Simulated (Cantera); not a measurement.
Input: 1 mol PbO, 0.062 mol CO, a varied amount of H2, held at 700 K and 5.60 bar.

Cantera equilibrium calculation (NASA polynomials, part measured and part estimated; ideal gas, pure solids and liquids). Candidate condensed phases: C, C6H6, C7H8, C8H18, H2O, Pb, PbO, PbO2, Pb3O4; 113 gas species. Kinetics and transport are ignored.

x: gas mole fraction; n: condensed amount in mol.

```json
[
 {"n(H2) (mol)": "0.59", "x H2O": "0.905", "x H2": "3.29e-5", "x CO2": "0.0951", "x CH4": "<1e-12", "x CO": "3.67e-7", "x C2H6": "<1e-12", "x HCOOH": "8.25e-12", "n Pb(l)": "0.652", "n PbO(red)": "0.348"},
 {"n(H2) (mol)": "0.69", "x H2O": "0.918", "x H2": "3.34e-5", "x CO2": "0.0824", "x CH4": "<1e-12", "x CO": "3.18e-7", "x C2H6": "<1e-12", "x HCOOH": "7.25e-12", "n Pb(l)": "0.752", "n PbO(red)": "0.248"},
 {"n(H2) (mol)": "0.8", "x H2O": "0.928", "x H2": "3.37e-5", "x CO2": "0.0719", "x CH4": "<1e-12", "x CO": "2.78e-7", "x C2H6": "<1e-12", "x HCOOH": "6.40e-12", "n Pb(l)": "0.862", "n PbO(red)": "0.138"},
 {"n(H2) (mol)": "0.94", "x H2O": "0.936", "x H2": "0.00198", "x CO2": "0.0619", "x CH4": "1.32e-8", "x CO": "1.39e-5", "x C2H6": "<1e-12", "x HCOOH": "3.23e-10", "n Pb(l)": "1.00", "n PbO(red)": "0"},
 {"n(H2) (mol)": "1.1", "x H2O": "0.871", "x H2": "…", "x CO2": "…", "x CH4": "…", "x CO": "…", "x C2H6": "…", "x HCOOH": "…", "n Pb(l)": "1.00", "n PbO(red)": "0"},
 {"n(H2) (mol)": "1.3", "x H2O": "0.825", "x H2": "0.126", "x CO2": "0.00885", "x CH4": "0.0402", "x CO": "0.000144", "x C2H6": "5.56e-8", "x HCOOH": "2.95e-9", "n Pb(l)": "1.00", "n PbO(red)": "0"},
 {"n(H2) (mol)": "1.5", "x H2O": "0.736", "x H2": "0.221", "x CO2": "0.000787", "x CH4": "0.0422", "x CO": "2.51e-5", "x C2H6": "3.51e-8", "x HCOOH": "4.59e-10", "n Pb(l)": "1.00", "n PbO(red)": "0"},
 {"n(H2) (mol)": "1.8", "x H2O": "…", "x H2": "…", "x CO2": "…", "x CH4": "…", "x CO": "…", "x C2H6": "…", "x HCOOH": "…", "n Pb(l)": "1.00", "n PbO(red)": "0"},
 {"n(H2) (mol)": "2.1", "x H2O": "0.521", "x H2": "0.449", "x CO2": "1.68e-5", "x CH4": "0.0304", "x CO": "1.54e-6", "x C2H6": "8.96e-9", "x HCOOH": "1.99e-11", "n Pb(l)": "1.00", "n PbO(red)": "0"},
 {"n(H2) (mol)": "2.4", "x H2O": "0.454", "x H2": "0.519", "x CO2": "6.20e-6", "x CH4": "0.0265", "x CO": "7.53e-7", "x C2H6": "5.88e-9", "x HCOOH": "8.49e-12", "n Pb(l)": "1.00", "n PbO(red)": "0"}
]
```

Question: Fill in the missing entries.

Answer: 
- 1.8, x H2O: 0.611
- 1.8, x H2: 0.354
- 1.8, x CO2: 7.01e-5
- 1.8, x CH4: 0.0356
- 1.8, x CO: 4.31e-6
- 1.8, x C2H6: 1.56e-8
- 1.8, x HCOOH: 6.53e-11
- 1.1, x H2: 0.0737
- 1.1, x CO2: 0.0373
- 1.1, x CH4: 0.0176
- 1.1, x CO: 0.000335
- 1.1, x C2H6: 1.82e-8
- 1.1, x HCOOH: 7.25e-9
